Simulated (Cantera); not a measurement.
What does this Cantera script print?

```python
import numpy as np
import cantera as ct

gas_names = """
    H H2 Pb Pb2
""".split()
cond_names = """
    Pb(cr) Pb(L)
""".split()


def load(file, names, dense=False):
    # The tables refer to 1 bar. Condensed volumes are neglected.
    table = {s.name: s for s in ct.Species.list_from_file(file)}
    out = []
    for n in names:
        d = dict(table[n].input_data)
        d["thermo"] = dict(d["thermo"], **{"reference-pressure": 1e5})
        if dense:
            d["equation-of-state"] = {"model": "constant-volume", "density": "1e6 g/cm^3"}
        out.append(ct.Species.from_dict(d))
    return out


gas = ct.Solution(thermo="ideal-gas", species=load("nasa_gas.yaml", gas_names))
cond = {s.name: ct.Solution(thermo="fixed-stoichiometry", species=[s], name=s.name)
        for s in load("nasa_condensed.yaml", cond_names, dense=True)}
atoms = {
    'Pb': {'Pb': 1},
    'H2': {'H': 2},
}
top_T = {}  # K; cautious upper limits of use, not melting points


def equilibrate(T, P, feed):
    n = {}
    for name, mol in feed.items():
        for a, k in atoms[name].items():
            n[a] = n.get(a, 0.0) + k * mol
    gas.TPX = T, P, n
    mass = sum(n.values()) * gas.mean_molecular_weight
    gas.equilibrate("TP")
    valid = [c for c in cond.values() if c.min_temp <= T <= top_T.get(c.name, c.max_temp)]
    mix = ct.Mixture([(gas, mass / gas.mean_molecular_weight)] + [(c, 0.0) for c in valid])
    mix.T, mix.P = T, P
    mix.equilibrate("TP", solver="vcs", rtol=1e-11, max_steps=5000)
    return mix


results = []
feed = {'Pb': 1, 'H2': 5.3}  # mol
for P in [10, 42, 180, 750, 3200, 13000, 56000, 240000, 1000000]:
    for T in [550, 600, 650, 700, 750, 800, 850, 900, 950, 1000, 1050, 1100]:
        mix = equilibrate(T, P, feed)
        results.append((T, P, feed, dict(zip(mix.species_names, mix.species_moles))))

for T, P, feed, n in results:
    print(f"{T:7g} {P:10.4g}  " + (" + ".join(c for c in cond_names if n.get(c, 0) > 1e-12) or "gas only"))
```

Result:

```
    550         10  Pb(cr)
    600         10  Pb(cr)
    650         10  Pb(L)
    700         10  Pb(L)
    750         10  Pb(L)
    800         10  Pb(L)
    850         10  Pb(L)
    900         10  Pb(L)
    950         10  Pb(L)
   1000         10  gas only
   1050         10  gas only
   1100         10  gas only
    550         42  Pb(cr)
    600         42  Pb(cr)
    650         42  Pb(L)
    700         42  Pb(L)
    750         42  Pb(L)
    800         42  Pb(L)
    850         42  Pb(L)
    900         42  Pb(L)
    950         42  Pb(L)
   1000         42  Pb(L)
   1050         42  Pb(L)
   1100         42  gas only
    550        180  Pb(cr)
    600        180  Pb(cr)
    650        180  Pb(L)
    700        180  Pb(L)
    750        180  Pb(L)
    800        180  Pb(L)
    850        180  Pb(L)
    900        180  Pb(L)
    950        180  Pb(L)
   1000        180  Pb(L)
   1050        180  Pb(L)
   1100        180  Pb(L)
    550        750  Pb(cr)
    600        750  Pb(cr)
    650        750  Pb(L)
    700        750  Pb(L)
    750        750  Pb(L)
    800        750  Pb(L)
    850        750  Pb(L)
    900        750  Pb(L)
    950        750  Pb(L)
   1000        750  Pb(L)
   1050        750  Pb(L)
   1100        750  Pb(L)
    550       3200  Pb(cr)
    600       3200  Pb(cr)
    650       3200  Pb(L)
    700       3200  Pb(L)
    750       3200  Pb(L)
    800       3200  Pb(L)
    850       3200  Pb(L)
    900       3200  Pb(L)
    950       3200  Pb(L)
   1000       3200  Pb(L)
   1050       3200  Pb(L)
   1100       3200  Pb(L)
    550    1.3e+04  Pb(cr)
    600    1.3e+04  Pb(cr)
    650    1.3e+04  Pb(L)
    700    1.3e+04  Pb(L)
    750    1.3e+04  Pb(L)
    800    1.3e+04  Pb(L)
    850    1.3e+04  Pb(L)
    900    1.3e+04  Pb(L)
    950    1.3e+04  Pb(L)
   1000    1.3e+04  Pb(L)
   1050    1.3e+04  Pb(L)
   1100    1.3e+04  Pb(L)
    550    5.6e+04  Pb(cr)
    600    5.6e+04  Pb(cr)
    650    5.6e+04  Pb(L)
    700    5.6e+04  Pb(L)
    750    5.6e+04  Pb(L)
    800    5.6e+04  Pb(L)
    850    5.6e+04  Pb(L)
    900    5.6e+04  Pb(L)
    950    5.6e+04  Pb(L)
   1000    5.6e+04  Pb(L)
   1050    5.6e+04  Pb(L)
   1100    5.6e+04  Pb(L)
    550    2.4e+05  Pb(cr)
    600    2.4e+05  Pb(cr)
    650    2.4e+05  Pb(L)
    700    2.4e+05  Pb(L)
    750    2.4e+05  Pb(L)
    800    2.4e+05  Pb(L)
    850    2.4e+05  Pb(L)
    900    2.4e+05  Pb(L)
    950    2.4e+05  Pb(L)
   1000    2.4e+05  Pb(L)
   1050    2.4e+05  Pb(L)
   1100    2.4e+05  Pb(L)
    550      1e+06  Pb(cr)
    600      1e+06  Pb(cr)
    650      1e+06  Pb(L)
    700      1e+06  Pb(L)
    750      1e+06  Pb(L)
    800      1e+06  Pb(L)
    850      1e+06  Pb(L)
    900      1e+06  Pb(L)
    950      1e+06  Pb(L)
   1000      1e+06  Pb(L)
   1050      1e+06  Pb(L)
   1100      1e+06  Pb(L)
```

Equilibrium computed with Cantera from the NASA thermochemical tables; the gas is ideal and each condensed phase is pure.
